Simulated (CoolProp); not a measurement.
R1336mzz(Z) along the isotherm 489.1 K: Z from the reference equation and from simpler models built on Tc = 444.5 K, pc = 2.904 MPa, ω = 0.386; each cubic takes its own stable root.

Model: reference Helmholtz-energy equation of state, McLinden 2020, in CoolProp.

```json
[
 {"p (MPa)": "0.484", "phase": "gas", "reference": "0.9575"},
 {"p (MPa)": "0.968", "phase": "gas", "reference": "0.9130"},
 {"p (MPa)": "1.45", "phase": "gas", "reference": "0.8663"},
 {"p (MPa)": "1.94", "phase": "gas", "reference": "0.8161"},
 {"p (MPa)": "2.42", "phase": "gas", "reference": "0.7639"},
 {"p (MPa)": "2.9", "phase": "gas", "reference": "0.7083"},
 {"p (MPa)": "3.39", "phase": "supercritical", "reference": "0.6479"},
 {"p (MPa)": "3.87", "phase": "supercritical", "reference": "0.5856"},
 {"p (MPa)": "4.36", "phase": "supercritical", "reference": "0.5216"}
]
```

Task: How far does each simpler model (van der Waals, Redlich-Kwong, Soave-Redlich-Kwong) lie from the reference over these 9 states: mean and median of the absolute difference, and the worst?

Result: 
- van der Waals: mean 4.0 %, median 0.5 %, worst -14.4 % at 489.1 K and 4.36 MPa
- Redlich-Kwong: mean 2.5 %, median 1.5 %, worst -7.2 % at 489.1 K and 4.36 MPa
- Soave-Redlich-Kwong: mean 3.0 %, median 2.0 %, worst +9.1 % at 489.1 K and 4.36 MPa
